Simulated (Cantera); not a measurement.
# Stirred combustor or abatement burner

A perfectly stirred reactor is fed with 1.97 % CH₄, 0.0671 % C₂H₆, 1.20 % C₃H₈, 12.7 % O₂, 84.0 % N₂, equivalence ratio 0.80, at 0.280 bar; it is adiabatic with a 650 K inlet, and is followed from long to short residence time, starting on the burning branch (τ in s: 0.16, 0.062, 0.023, 0.0088, 0.0033, 0.0013, 0.00048, 0.00018, 6.8e-05, 2.6e-05).

Computed with Cantera and GRI-Mech 3.0 (53 species, 325 reactions). GRI-Mech 3.0 was tuned for natural gas; its chemistry of propane as a main component is partial and can be far from experiment.

```
τ (s)    T (K)     x CH₄    x C₂H₆   x C₃H₈       x H     x NO       x O   x CH₂O
-------  -----  --------  --------  -------  --------  -------  --------  -------
0.16      1750   3.51e-6   2.92e-8  4.85e-7  0.000393  3.70e-5  0.000648  8.72e-7
0.062     1727   6.47e-6   5.51e-8  8.96e-7  0.000841  3.10e-5   0.00108  1.62e-6
0.023     1692   1.28e-5   1.09e-7  1.72e-6   0.00170  2.60e-5   0.00172  3.12e-6
0.0088    1649   2.66e-5   2.25e-7  3.40e-6   0.00299  2.05e-5   0.00249  6.14e-6
0.0033    1596   6.26e-5   5.19e-7  7.60e-6   0.00458  1.41e-5   0.00322  1.33e-5
0.0013    1536  0.000169   1.37e-6  1.97e-5   0.00553  8.18e-6   0.00341  3.22e-5
0.00048    650    0.0197  0.000671   0.0120    <1e-12   <1e-12    <1e-12   <1e-12
0.00018    650    0.0197  0.000671   0.0120    <1e-12   <1e-12    <1e-12   <1e-12
6.8e-5     650    0.0197  0.000671   0.0120    <1e-12   <1e-12    <1e-12   <1e-12
2.6e-5     650    0.0197  0.000671   0.0120    <1e-12   <1e-12    <1e-12   <1e-12
```
x: mole fraction; the columns are a selection and need not sum to one.
